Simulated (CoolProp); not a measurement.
Model: reference Helmholtz-energy equation of state, Colonna 2008, in CoolProp. It is a short technical equation, of lower accuracy than the large ones.

Task: Give the vapour pressure (MPa), vapour density (kg/m³), surface tension (mN/m) of saturated dodecamethylcyclohexasiloxane (D6) at 547.7 K.

Result: 
| T (K) | p (MPa) | vapour density (kg/m³) | surface tension (mN/m) |
|---|---|---|---|
| 547.7 | 0.188 | 21.7 | 2.53 |

Surface tension comes from a separate correlation (Mulero 2014).
